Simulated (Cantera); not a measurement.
A perfectly stirred reactor is fed with 7.36 % H2, 8.39 % O2, 81.7 % N2, 2.50 % H2O, equivalence ratio 0.44, at 1000000 Pa; it is adiabatic with a 750 K inlet, and is followed from long to short residence time, starting on the burning branch (τ in s: 0.11, 0.056, 0.03, 0.016, 0.0085, 0.0045, 0.0024, 0.0013, 0.00068, 0.00036, 0.00019, 0.0001, 5.5e-05).

Computed with Cantera and the H2/O2 subset of GRI-Mech 3.0, which has no nitrogen chemistry. The hydrogen kinetics of GRI-Mech 3.0 are dated; newer H2 mechanisms differ, most at raised pressure.

x: mole fraction; the columns are a selection and need not sum to one.

```tsv
τ (s)	T (K)	x H2	x O2	x H2O	x O	x H
0.11	1303	0.000445	0.0491	0.102	6.00e-7	1.63e-7
0.056	1301	0.000749	0.0493	0.102	1.01e-6	3.05e-7
0.030	1298	0.00121	0.0495	0.101	1.59e-6	5.43e-7
0.016	1292	(withheld)	0.0498	0.100	(withheld)	(withheld)
0.0085	1281	0.00353	0.0506	0.0987	3.27e-6	1.68e-6
0.0045	1249	0.00802	0.0527	0.0939	3.37e-6	2.69e-6
0.0024	750	0.0736	0.0839	0.0250	<1e-12	<1e-12
0.0013	750	0.0736	0.0839	0.0250	<1e-12	<1e-12
0.00068	750	0.0736	0.0839	0.0250	<1e-12	<1e-12
0.00036	750	0.0736	0.0839	0.0250	<1e-12	<1e-12
0.00019	750	0.0736	0.0839	0.0250	<1e-12	<1e-12
0.00010	750	0.0736	0.0839	0.0250	<1e-12	<1e-12
5.5e-5	750	0.0736	0.0839	0.0250	<1e-12	<1e-12
```

Complete the blanks.


- 0.016, x H2: 0.00201
- 0.016, x O: 2.38e-6
- 0.016, x H: 9.62e-7
